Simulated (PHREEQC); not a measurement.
Dissolve 0.013 mol NH4F per kg of water at 32 °C. Closed to the air; pH follows from the charge balance.

Equilibrium calculation in PHREEQC: ion-association model, phreeqc.dat.

No solid was allowed to form.

**Question.** What pH, specific conductance does the model give?

**Answer.** pH 6.16; specific conductance 1800 µS/cm.
